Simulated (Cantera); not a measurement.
Input: 1 mol Si, 15 mol HCl, held at 1325 K and 0.0100 bar.

Cantera equilibrium calculation (NASA polynomials, part measured and part estimated; ideal gas, pure solids and liquids). The tables' values for SiCl3 are old estimates; treat these amounts as uncertain. Equilibrium is a limit: real reactors are often held back by kinetics, nucleation or transport.

```tsv
species	before	after
HCl	0.793	0.656
H2	0.136	0.223
SiCl4	0.0616	0.0945
SiCl2	0.00303	0.0112
SiCl3	0.00586	0.0139
SiHCl3	0.000538	0.00164
Cl	2.95e-5	1.91e-5
```
Gas species are given as mole fractions.

Task: What was changed between the two runs?
A. HCl from 15 to 9.1 mol
B. temperature from 1325 K to 948.15 K
C. temperature from 1325 K to 450 K
D. pressure from 0.0100 bar to 2.10e-5 bar

Result: A, HCl from 15 to 9.1 mol
